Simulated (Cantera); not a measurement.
Cantera run:

```python
import numpy as np
import cantera as ct

gas_names = [...]  # 113 gases of nasa_gas.yaml made of C, H, O, Ta
cond_names = """
    C(gr) C6H6(L) C7H8(L) C8H18(L),n-octa H2O(s) H2O(L) Ta(cr) Ta(L) TaC(s) TaC(L) Ta2O5(s) Ta2O5(L)
""".split()


# ... load() reads the species with a 1 bar reference pressure and builds the phases ...
atoms = {
    'Ta2O5': {'Ta': 2, 'O': 5},
    'CO': {'C': 1, 'O': 1},
    'H2': {'H': 2},
    'C': {'C': 1},
}
top_T = {'C(gr)': 4500}  # K; cautious upper limits of use, not melting points


# ... equilibrate(T, P, feed) seeds the gas with the atoms and calls Mixture.equilibrate('TP', solver="vcs", rtol=1e-11, max_steps=5000) ...
results = []
feed = {'Ta2O5': 1, 'CO': 3.5, 'H2': 0.85, 'C': 4.3}  # mol
P = 133.322  # Pa
for T in [1500, 1550, 1600, 1650, 1700, 1750, 1800, 1850, 1900, 1950, 2000, 2050, 2100, 2150]:
    mix = equilibrate(T, P, feed)
    results.append((T, P, feed, dict(zip(mix.species_names, mix.species_moles))))

top = {s: max(r[3][s] / sum(r[3][g] for g in gas_names) for r in results) for s in gas_names}
cols = sorted((s for s in top if top[s] > 1e-06), key=lambda s: -top[s])[:6]
seen = [c for c in cond_names if any(r[3].get(c, 0) > 1e-12 for r in results)]
print("log10 of partial pressures in bar; condensed amounts in mol")
print(f"{'T/K':>10s}" + "".join(f"{s[:9]:>10s}" for s in cols + seen))
for T, P, feed, n in results:
    ng = sum(n[g] for g in gas_names)
    print(f"{T:10.4g}" + "".join(f"{np.log10(max(n[s] / ng * P / 1e5, 1e-99)):10.3f}" for s in cols)
          + "".join(f"{n.get(c, 0):10.4g}" for c in seen))
```

Output:

```
log10 of partial pressures in bar; condensed amounts in mol
       T/K        CO        H2         H      TaO2       TaO       CO2    Ta(cr)    TaC(s)  Ta2O5(s)  Ta2O5(L)
      1500    -2.928    -3.817    -6.663   -11.539   -13.126    -6.447         0     1.229    0.3853         0
      1550    -2.928    -3.817    -6.410   -10.806   -12.266    -6.449         0     1.229    0.3853         0
      1600    -2.928    -3.818    -6.173   -10.121   -11.460    -6.451         0     1.229    0.3853         0
      1650    -2.928    -3.818    -5.951    -9.479   -10.705    -6.452         0     1.229    0.3853         0
      1700    -2.928    -3.819    -5.741    -8.875    -9.995    -6.454         0     1.229    0.3853         0
      1750    -2.929    -3.821    -5.544    -8.308    -9.327    -6.455         0     1.229    0.3853         0
      1800    -2.929    -3.824    -5.358    -7.773    -8.696    -6.456         0     1.229    0.3853         0
      1850    -2.929    -3.827    -5.182    -7.269    -8.101    -6.457         0     1.229    0.3852         0
      1900    -2.930    -3.832    -5.017    -6.792    -7.538    -6.459         0     1.229    0.3849         0
      1950    -2.922    -3.907    -4.894    -6.366    -7.082    -6.401     1.721         0     0.138         0
      2000    -2.924    -3.918    -4.748    -5.978    -6.696    -6.322      1.72         0    0.1361         0
      2050    -2.925    -3.932    -4.610    -5.610    -6.330    -6.248     1.717         0    0.1318         0
      2100    -2.928    -3.951    -4.482    -5.285    -5.994    -6.191     1.712         0         0    0.1237
      2150    -2.932    -3.976    -4.363    -4.981    -5.676    -6.141     1.701         0         0    0.1079
```

Method: chemical equilibrium by Gibbs-energy minimisation in Cantera with the NASA 1993 tables (ideal gas, pure condensed phases). Mutual solubility and eutectic melting of coexisting phases are not modelled. TaC: taken at fixed stoichiometry. Condensed phases not in the tables: Ta2C, N, O or C dissolved in the metal.
